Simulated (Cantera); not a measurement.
# Thermal oxidation and active oxidation of silicon: Si + CO₂ + H₂

A closed system holds: 1 mol Si, 0.7 mol CO₂, 160 mol H₂, equilibrated at 4000 Pa.

Cantera equilibrium calculation (NASA polynomials, part measured and part estimated; ideal gas, pure solids and liquids). Candidate condensed phases: C, C₆H₆, C₇H₈, C₈H₁₈, H₂O, Si, SiC, SiO₂; 123 gas species. Mutual solubility and eutectic melting of coexisting phases are not modelled. The tables hold silica as quartz up to 1696 K and as liquid above; real silica turns to tridymite and cristobalite and melts near 1996 K. Equilibrium is a limit: real reactors are often held back by kinetics, nucleation or transport.

| T (°C) | x H₂ | x SiO | x CO | x H | x CH₄ | n SiC(s) | n SiO₂(β-quartz) |
|---|---|---|---|---|---|---|---|
| 952 | 0.998 | 1.45e-6 | 0.00143 | 1.56e-6 | 0.000358 | 0.414 | 0.586 |
| 1002 | 0.998 | 8.94e-6 | 0.00158 | 3.68e-6 | 0.000125 | 0.426 | 0.572 |
| 1052 | 0.998 | 4.88e-5 | 0.00165 | 8.17e-6 | 4.54e-5 | 0.428 | 0.564 |
| 1102 | 0.998 | 0.000234 | 0.00173 | 1.71e-5 | 1.79e-5 | 0.420 | 0.542 |
| 1152 | 0.997 | 0.000970 | 0.00198 | 3.41e-5 | 8.03e-6 | 0.381 | 0.463 |
| 1202 | 0.994 | 0.00340 | 0.00278 | 6.46e-5 | 4.36e-6 | 0.251 | 0.202 |
| 1252 | 0.991 | 0.00526 | 0.00340 | 0.000118 | 3.36e-6 | 0.150 | 0 |
| 1302 | 0.991 | 0.00527 | 0.00340 | 0.000207 | 2.95e-6 | 0.150 | 0 |
| 1352 | 0.991 | 0.00526 | 0.00341 | 0.000351 | 2.62e-6 | 0.150 | 0 |
| 1402 | 0.991 | 0.00526 | 0.00341 | 0.000578 | 2.34e-6 | 0.149 | 0 |
| 1452 | 0.990 | 0.00526 | 0.00341 | 0.000924 | 2.10e-6 | 0.149 | 0 |
x: gas mole fraction; n: condensed amount in mol.

From 952 °C to 1202 °C the condensed part is SiC(s) + SiO₂(β-quartz). From 1252 °C to 1452 °C the condensed part is SiC(s). The main Si-bearing gas is SiO throughout.
